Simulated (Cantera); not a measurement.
Input: 1 mol Si3N4, 0.48 mol CO2, 17 mol N2, held at 852 °C and 0.133 bar.

Cantera equilibrium calculation (NASA polynomials, part measured and part estimated; ideal gas, pure solids and liquids). Candidate condensed phases: C, Si, SiC, SiO2, Si2N2O, Si3N4; 34 gas species. Mutual solubility and eutectic melting of coexisting phases are not modelled. Rates play no part.

Problem. What is the equilibrium state?

Solution. 
| Quantity | Result |
|---|---|
| x(N2) | 1.00 |
| n(C(graphite)) | 0.480 mol |
| n(Si2N2O(s)) | 0.960 mol |
| n(Si3N4(s)) | 0.360 mol |
| gas amount | 17.32 mol |
| log10 activity of Si(s) (absent) | -5.17 |
